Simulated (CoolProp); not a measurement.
Model: reference Helmholtz-energy equation of state, Leachman 2009, in CoolProp.

Task: For normal hydrogen, give the phase and the cp (kJ/(kg K)), speed of sound (m/s), Joule-Thomson coefficient (K/MPa), viscosity (µPa s) at 592.4 K and 0.0324 MPa.

Result: 
- 592.4 K and 0.0324 MPa: gas; cp 14.5, speed of sound 1850, Joule-Thomson coefficient -0.546, viscosity 14.3

Viscosity comes from a separate model (Muzny 2013).
